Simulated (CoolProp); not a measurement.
Properties of R1336mzz(E) along the isotherm 135.45 °C.

Model: reference Helmholtz-energy equation of state, Akasaka 2023, in CoolProp.

```tsv
p (MPa)	phase	Z	cp (kJ/(kg K))	isothermal compressibility (1/MPa)	expansivity (1/kK)	fugacity coefficient
0.518	gas	0.9333	0.9389	2.074	3.130	0.9367
1.04	gas	0.8599	0.9855	1.134	4.149	0.8745
1.55	gas	0.7797	1.059	0.8609	5.779	0.8150
2.07	gas	0.6837	1.207	0.7837	9.052	0.7550
2.59	gas	0.5561	1.667	0.9385	19.31	0.6944
3.11	supercritical	0.2615	8.021	2.317	151.1	0.6270
3.63	supercritical	0.2258	2.144	0.1898	20.53	0.5566
4.15	supercritical	0.2409	1.753	0.09740	12.49	0.5022
4.66	supercritical	0.2596	1.605	0.06657	9.546	0.4604
5.18	supercritical	0.2801	1.522	0.05056	7.911	0.4262
5.7	supercritical	0.3010	1.468	0.04086	6.865	0.3982
```

The peak of cp marks the crossing from liquid-like to gas-like fluid above the critical point.
